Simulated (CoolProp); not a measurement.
Aqueous propylene glycol as a coolant, at 15 °C, 1 atm.

Computed with CoolProp (Melinder's fits for secondary coolants).

```json
[
 {"mass %": "5.7", "freezing point (°C)": "-1.4", "Prandtl number": "10.5", "viscosity (mPa s)": "1.42", "density (kg/m³)": "1004", "cp (kJ/(kg K))": "___"},
 {"mass %": "11.6", "freezing point (°C)": "___", "Prandtl number": "13.4", "viscosity (mPa s)": "1.75", "density (kg/m³)": "1009", "cp (kJ/(kg K))": "4.055"},
 {"mass %": "17.6", "freezing point (°C)": "-6.0", "Prandtl number": "___", "viscosity (mPa s)": "2.19", "density (kg/m³)": "1014", "cp (kJ/(kg K))": "3.992"},
 {"mass %": "23.6", "freezing point (°C)": "___", "Prandtl number": "23.1", "viscosity (mPa s)": "2.77", "density (kg/m³)": "1020", "cp (kJ/(kg K))": "___"},
 {"mass %": "29.6", "freezing point (°C)": "-12.5", "Prandtl number": "30.8", "viscosity (mPa s)": "3.54", "density (kg/m³)": "1026", "cp (kJ/(kg K))": "3.849"},
 {"mass %": "35.6", "freezing point (°C)": "___", "Prandtl number": "41.2", "viscosity (mPa s)": "4.55", "density (kg/m³)": "___", "cp (kJ/(kg K))": "___"},
 {"mass %": "41.6", "freezing point (°C)": "-22.1", "Prandtl number": "54.7", "viscosity (mPa s)": "5.83", "density (kg/m³)": "1036", "cp (kJ/(kg K))": "3.663"},
 {"mass %": "47.5", "freezing point (°C)": "-28.8", "Prandtl number": "71.7", "viscosity (mPa s)": "7.39", "density (kg/m³)": "1041", "cp (kJ/(kg K))": "3.558"}
]
```

### Question
Fill in the missing entries.

### Answer

- 5.7, cp (kJ/(kg K)): 4.118
- 11.6, freezing point (°C): -3.5
- 17.6, Prandtl number: 17.5
- 23.6, freezing point (°C): -9.0
- 23.6, cp (kJ/(kg K)): 3.925
- 35.6, freezing point (°C): -16.8
- 35.6, density (kg/m³): 1031
- 35.6, cp (kJ/(kg K)): 3.762
